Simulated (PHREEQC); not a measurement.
**Arsenic or selenium liquor**

Solution (25 °C): 5.9 mmol/kgw Na2SeO4, 1.5 mmol/kgw H2SO4 and 43 mmol/kgw CaCl2. Closed to the air; pH follows from the charge balance.

The numbers come from PHREEQC with the ion-association model, wateq4f.dat.

* **pH**: 2.66
* **ionic strength**: 0.148 mol/kgw
* **total alkalinity**: -3.00 meq/kg

| species | molality | activity | log γ |
|---|---|---|---|
| Cl- | 0.0860 | 0.0632 | -0.134 |
| Ca+2 | 0.0423 | 0.0148 | -0.456 |
| Na+ | 0.0118 | 0.00896 | -0.119 |
| SeO4-2 | 0.00565 | 0.00189 | -0.476 |
| H+ | 0.00268 | 0.00217 | -0.092 |
| SO4-2 | 0.000729 | 0.000238 | -0.487 |
| CaSO4 | 0.000678 | 0.000702 | 0.015 |
| HSeO4- | 0.000246 | 0.000187 | -0.119 |
| HSO4- | 6.68e-5 | 5.01e-5 | -0.125 |
| NaSO4- | 1.40e-5 | 1.07e-5 | -0.117 |
| CaHSO4+ | 1.17e-5 | 8.91e-6 | -0.119 |

Precipitation was switched off in this run.
